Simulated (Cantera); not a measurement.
Charge: 1 mol c-C₄F₈, a varied amount of HCl, at 2700 °C and 100 Torr.

Method: chemical equilibrium by Gibbs-energy minimisation in Cantera with the NASA 1993 tables (ideal gas, pure condensed phases). Candidate condensed phases: C, C₆H₆, C₇H₈, C₈H₁₈; 118 gas species. The feed counts by its element totals alone. Gases not in the tables: C₂F₆ and larger saturated fluorocarbons. The numbers say what is thermodynamically allowed, not how fast it happens.

### Question
What share of the C ends up in condensed phases as a function of n(HCl) (mol), at 0.06, 0.077, 0.099, 0.13, 0.16, 0.21, 0.27, 0.34, 0.44, 0.57?

### Answer
| n(HCl) (mol) | C condensed (%) | as |
|---|---|---|
| 0.06 | 40.1 | C(graphite) |
| 0.077 | 40.3 | C(graphite) |
| 0.099 | 40.6 | C(graphite) |
| 0.13 | 40.9 | C(graphite) |
| 0.16 | 41.3 | C(graphite) |
| 0.21 | 41.9 | C(graphite) |
| 0.27 | 42.6 | C(graphite) |
| 0.34 | 43.4 | C(graphite) |
| 0.44 | 44.6 | C(graphite) |
| 0.57 | 46.0 | C(graphite) |
